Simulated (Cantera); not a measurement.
A closed system holds: 1 mol borazine, 0.26 mol H2O, at 1.00 bar.

These are equilibrium values from Cantera (NASA tables, ideal gas, pure condensed phases), not measurements of a reactor. Candidate condensed phases: B, BN, B2O3, B3O3H3, H2O; 39 gas species. The feed counts by its element totals alone. Mutual solubility and eutectic melting of coexisting phases are not modelled. Gases not in the tables: H3BO3, B2H6 and higher boranes. Rates play no part.

Problem. Which condensed phases are stable at each of these points (T (K)): 900, 1050, 1200, 1350, 1500, 1650, 1800, 1950, 2100, 2250, 2400?

Solution. 
| T (K) | condensed phases | B condensed (%) |
|---|---|---|
| 900 | BN(s) + B2O3(l) | 100.0 |
| 1050 | BN(s) + B2O3(l) | 100.0 |
| 1200 | BN(s) + B2O3(l) | 100.0 |
| 1350 | BN(s) + B2O3(l) | 100.0 |
| 1500 | BN(s) + B2O3(l) | 99.8 |
| 1650 | BN(s) + B2O3(l) | 99.3 |
| 1800 | BN(s) + B2O3(l) | 96.6 |
| 1950 | BN(s) | 93.2 |
| 2100 | BN(s) | 92.1 |
| 2250 | BN(s) | 91.5 |
| 2400 | BN(s) | 91.1 |

From 900 K to 1800 K the condensed part is BN(s) + B2O3(l). From 1950 K to 2400 K the condensed part is BN(s).
